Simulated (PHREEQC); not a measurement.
Make-up at 65 °C: 0.0021 mol CuCl2, 0.029 mol H2SO4 and 0.005 mol H3BO3 per kg of water. Closed to the air; pH follows from the charge balance.

Computed with PHREEQC (ion-association model, wateq4f.dat).

Each row changes one thing in this solution. This is a speciation only: nothing precipitates in the calculation.

```json
[
 {"case": "as made", "pH": "1.53", "ionic strength (mol/kgw)": "0.0451", "HSO4- (mol/kgw)": "0.0231", "SO4-2 (mol/kgw)": "0.00541", "Cu+2 (mol/kgw)": "0.00159", "CuSO4 (mol/kgw)": "0.000467", "SI of Chalcanthite (CuSO4:5H2O)": "-3.23", "SI of Tenorite (CuO)": "-6.37"},
 {"case": "H2SO4 from 0.029 to 0.145 mol/kgw", "pH": "0.91", "ionic strength (mol/kgw)": "0.172", "HSO4- (mol/kgw)": "0.134", "SO4-2 (mol/kgw)": "0.0106", "Cu+2 (mol/kgw)": "0.00167", "CuSO4 (mol/kgw)": "0.000398", "SI of Chalcanthite (CuSO4:5H2O)": "-3.30", "SI of Tenorite (CuO)": "-7.76"},
 {"case": "temperature from 65 to 30 °C", "pH": "1.48", "ionic strength (mol/kgw)": "0.0530", "HSO4- (mol/kgw)": "0.0189", "SO4-2 (mol/kgw)": "0.00947", "Cu+2 (mol/kgw)": "0.00147", "CuSO4 (mol/kgw)": "0.000619", "SI of Chalcanthite (CuSO4:5H2O)": "-2.91", "SI of Tenorite (CuO)": "-7.64"},
 {"case": "diluted 2-fold with water", "pH": "1.79", "ionic strength (mol/kgw)": "0.0250", "HSO4- (mol/kgw)": "0.0104", "SO4-2 (mol/kgw)": "0.00391", "Cu+2 (mol/kgw)": "0.000803", "CuSO4 (mol/kgw)": "0.000234", "SI of Chalcanthite (CuSO4:5H2O)": "-3.53", "SI of Tenorite (CuO)": "-6.08"},
 {"case": "0.00048 mol/kgw NaHCO3 added", "pH": "1.53", "ionic strength (mol/kgw)": "0.0452", "HSO4- (mol/kgw)": "0.0231", "SO4-2 (mol/kgw)": "0.00547", "Cu+2 (mol/kgw)": "0.00158", "CuSO4 (mol/kgw)": "0.000470", "SI of Chalcanthite (CuSO4:5H2O)": "-3.23", "SI of Tenorite (CuO)": "-6.36"}
]
```

At this temperature some constants are extrapolated from 25 °C, and those without enthalpy data are left unchanged.
